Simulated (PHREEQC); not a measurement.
Solution (25 °C): 100 mmol/kgw KHCO3 and 0.074 mmol/kgw K2HPO4. Closed to the air; pH follows from the charge balance.

Model: ion-association model, phreeqc.dat, run in PHREEQC.

No solid was allowed to form.

Task: Order these P species by the share of P that they hold, largest first: HPO4-2, H2PO4-, KHPO4-.

Result: HPO4-2 (89 %), KHPO4- (6.3 %), H2PO4- (5.0 %)

The pH is 8.13 and the ionic strength 0.102 mol/kgw.
